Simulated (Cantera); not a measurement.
What does this Cantera script print?

```python
import numpy as np
import cantera as ct

gas_names = """
    AL ALO ALO2 AL2 AL2O AL2O2 O O2 O3
""".split()
cond_names = """
    AL(cr) AL(L) AL2O3(a) AL2O3(L)
""".split()


def load(file, names, dense=False):
    # The tables refer to 1 bar. Condensed volumes are neglected.
    table = {s.name: s for s in ct.Species.list_from_file(file)}
    out = []
    for n in names:
        d = dict(table[n].input_data)
        d["thermo"] = dict(d["thermo"], **{"reference-pressure": 1e5})
        if dense:
            d["equation-of-state"] = {"model": "constant-volume", "density": "1e6 g/cm^3"}
        out.append(ct.Species.from_dict(d))
    return out


gas = ct.Solution(thermo="ideal-gas", species=load("nasa_gas.yaml", gas_names))
cond = {s.name: ct.Solution(thermo="fixed-stoichiometry", species=[s], name=s.name)
        for s in load("nasa_condensed.yaml", cond_names, dense=True)}
atoms = {
    'Al2O3': {'AL': 2, 'O': 3},
    'O2': {'O': 2},
}
top_T = {}  # K; cautious upper limits of use, not melting points


def equilibrate(T, P, feed):
    n = {}
    for name, mol in feed.items():
        for a, k in atoms[name].items():
            n[a] = n.get(a, 0.0) + k * mol
    gas.TPX = T, P, n
    mass = sum(n.values()) * gas.mean_molecular_weight
    gas.equilibrate("TP")
    valid = [c for c in cond.values() if c.min_temp <= T <= top_T.get(c.name, c.max_temp)]
    mix = ct.Mixture([(gas, mass / gas.mean_molecular_weight)] + [(c, 0.0) for c in valid])
    mix.T, mix.P = T, P
    mix.equilibrate("TP", solver="vcs", rtol=1e-11, max_steps=5000)
    return mix


results = []
feed = {'Al2O3': 1, 'O2': 0.49}  # mol
T = 2000  # K
P = 50  # Pa
mix = equilibrate(T, P, feed)
results.append((T, P, feed, dict(zip(mix.species_names, mix.species_moles))))
print(gas.report(threshold=0.0001))
for i in range(1, mix.n_phases):
    print(f"{mix.phase(i).name:16s} {mix.phase_moles(i):12.5e} mol")
```

Output:

```
       temperature   2000 K
          pressure   50 Pa
           density   9.4794e-05 kg/m^3
  mean mol. weight   31.526 kg/kmol
   phase of matter   gas

                          1 kg             1 kmol
                     ---------------   ---------------
          enthalpy        2.0878e+06        6.5822e+07  J
   internal energy        1.5604e+06        4.9193e+07  J
           entropy             10501        3.3105e+05  J/K
    Gibbs function       -1.8914e+07       -5.9629e+08  J
 heat capacity c_p            1184.8             37353  J/K
 heat capacity c_v            921.09             29039  J/K

                      mass frac. Y      mole frac. X     chem. pot. / RT
                     ---------------   ---------------   ---------------
                 O           0.01496          0.029479           -18.197
                O2           0.98504           0.97052           -36.395
     [   +7 minor]        6.5838e-08        4.6516e-08

AL(L)             0.00000e+00 mol
AL2O3(a)          1.00000e+00 mol
```

These are equilibrium values from Cantera (NASA tables, ideal gas, pure condensed phases), not measurements of a reactor.
